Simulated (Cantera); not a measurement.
Cantera run, input and output.

```python
import numpy as np
import cantera as ct

gas = ct.Solution("gri30.yaml")
gas.TPX = 1073, 1000000, {'CO': 0.013, 'O2': 0.0026, 'H2O': 0.00089, 'N2': 1}
reactor = ct.IdealGasConstPressureReactor(gas, energy="off", clone=False)
net = ct.ReactorNet([reactor])
net.rtol, net.atol = 1e-08, 1e-18
show = ['CO', 'O2', 'H2O', 'NO', 'H']
times = np.geomspace(0.0002, 200, 14)

steps = ct.SolutionArray(gas, extra=["t"])
rows = []
print(f"{'t/s':>10s}{'T/K':>9s}{'P/Pa':>11s}" + "".join(f"{s:>11s}" for s in show))
for t in times:
    while net.time < t:
        t_next = net.step()
        steps.append(gas.state, t=t_next)
    rows.append([np.interp(t, steps.t, y) for y in (steps.T, steps.P, *steps(*show).X.T)])
    print(f"{t:10.3e}{rows[-1][0]:9.1f}{rows[-1][1]:11.4g}" + "".join(f"{x:11.3e}" for x in rows[-1][2:]))
rate = np.gradient(steps.T, steps.t)
print("integrator steps:", len(steps.t))
if steps.T.max() > steps.T[0] + 200:
    print(f"time of steepest temperature rise: {steps.t[rate.argmax()]:.4e} s")
gas.TPX = 1073, 1000000, {'CO': 0.013, 'O2': 0.0026, 'H2O': 0.00089, 'N2': 1}
gas.equilibrate("TP")
print(f"equilibrium (TP): T = {gas.T:.1f} K  " + "  ".join(f"{s} {gas[s].X[0]:.3e}" for s in show))
```

It prints:

```
       t/s      T/K       P/Pa         CO         O2        H2O         NO          H
 2.000e-04   1073.0      1e+06  1.279e-02  2.558e-03  8.756e-04  2.150e-19  1.891e-12
 5.789e-04   1073.0      1e+06  1.279e-02  2.558e-03  8.756e-04  1.108e-18  4.650e-12
 1.675e-03   1073.0      1e+06  1.279e-02  2.558e-03  8.756e-04  4.540e-18  1.249e-11
 4.849e-03   1073.0      1e+06  1.279e-02  2.558e-03  8.756e-04  2.107e-17  4.003e-11
 1.403e-02   1073.0      1e+06  1.279e-02  2.558e-03  8.756e-04  1.933e-16  1.815e-10
 4.062e-02   1073.0      1e+06  1.278e-02  2.554e-03  8.755e-04  1.694e-14  2.198e-09
 1.176e-01   1073.0      1e+06  1.258e-02  2.453e-03  8.744e-04  3.386e-12  1.052e-08
 3.403e-01   1073.0      1e+06  1.183e-02  2.076e-03  8.712e-04  5.826e-11  1.277e-08
 9.848e-01   1073.0      1e+06  9.871e-03  1.098e-03  8.648e-04  6.167e-10  1.815e-08
 2.850e+00   1073.0      1e+06  7.749e-03  4.469e-05  8.441e-04  1.564e-09  3.710e-08
 8.249e+00   1073.0      1e+06  7.582e-03  1.282e-09  7.666e-04  2.356e-10  1.688e-08
 2.388e+01   1073.0      1e+06  7.525e-03  1.081e-13  7.100e-04  2.300e-11  4.846e-09
 6.910e+01   1073.0      1e+06  7.497e-03  6.925e-16  6.821e-04  1.880e-12  6.455e-10
 2.000e+02   1073.0      1e+06  7.486e-03  6.334e-17  6.710e-04  4.574e-13  1.412e-10
integrator steps: 1800
equilibrium (TP): T = 1073.0 K  CO 7.184e-03  O2 2.355e-20  H2O 3.688e-04  NO 2.490e-14  H 1.006e-10
```

Computed with Cantera and GRI-Mech 3.0 (53 species, 325 reactions).
